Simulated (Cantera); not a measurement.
What does this Cantera script print?

```python
import numpy as np
import cantera as ct

gas_names = """
    N2O NO
""".split()
cond_names = """
    Ta2O5(s) Ta2O5(L) Ta(cr) Ta(L)
""".split()


def load(file, names, dense=False):
    # The tables refer to 1 bar. Condensed volumes are neglected.
    table = {s.name: s for s in ct.Species.list_from_file(file)}
    out = []
    for n in names:
        d = dict(table[n].input_data)
        d["thermo"] = dict(d["thermo"], **{"reference-pressure": 1e5})
        if dense:
            d["equation-of-state"] = {"model": "constant-volume", "density": "1e6 g/cm^3"}
        out.append(ct.Species.from_dict(d))
    return out


species = {s.name: s for s in load("nasa_gas.yaml", gas_names) + load("nasa_condensed.yaml", cond_names)}
# Each term lists the table entries of one substance; the one whose range holds T is used.
reactions = {
    'Ta2O5 + 5 N2O(g) = 2 Ta + 10 NO(g)':
        [(-1, ['Ta2O5(s)', 'Ta2O5(L)']), (-5, ['N2O']), (2, ['Ta(cr)', 'Ta(L)']), (10, ['NO'])],
}


def pick(names, T):
    return next(species[n] for n in names if species[n].thermo.min_temp <= T <= species[n].thermo.max_temp)


results = []
for label, terms in reactions.items():
    print(label)
    print("     T/K   dH/kJ  dS/(J/K)   dG/kJ   log10 K")
    for T in [450, 600, 750, 900, 1050, 1200, 1350, 1500, 1650, 1800, 1950]:
        used = [(nu, pick(names, T)) for nu, names in terms]
        dH = sum(nu * s.thermo.h(T) for nu, s in used) / 1e6
        dS = sum(nu * s.thermo.s(T) for nu, s in used) / 1e3
        dG = dH - T * dS / 1e3
        logK = -dG * 1e6 / (ct.gas_constant * T * np.log(10))
        results.append((label, T, dH, dS, dG, logK, [s.name for _, s in used]))
        print(f"{T:8g} {dH:8.1f} {dS:8.1f} {dG:8.1f} {logK:8.2f}")
```

It prints:

```
Ta2O5 + 5 N2O(g) = 2 Ta + 10 NO(g)
     T/K   dH/kJ  dS/(J/K)   dG/kJ   log10 K
     450   2550.4    947.1   2124.2  -246.57
     600   2545.7    938.1   1982.8  -172.62
     750   2538.6    927.6   1842.9  -128.35
     900   2530.2    917.4   1704.5   -98.93
    1050   2520.9    907.9   1567.6   -77.98
    1200   2511.1    899.1   1432.1   -62.34
    1350   2500.8    891.1   1297.9   -50.22
    1500   2490.2    883.7   1164.8   -40.56
    1650   2479.4    876.8   1032.7   -32.69
    1800   2468.4    870.4    901.7   -26.17
    1950   2457.2    864.4    771.6   -20.67
```

Source: NASA polynomial tables (part measured, part estimated), evaluated in Cantera. Condensed species are held in their standard states even where they would react or evaporate.
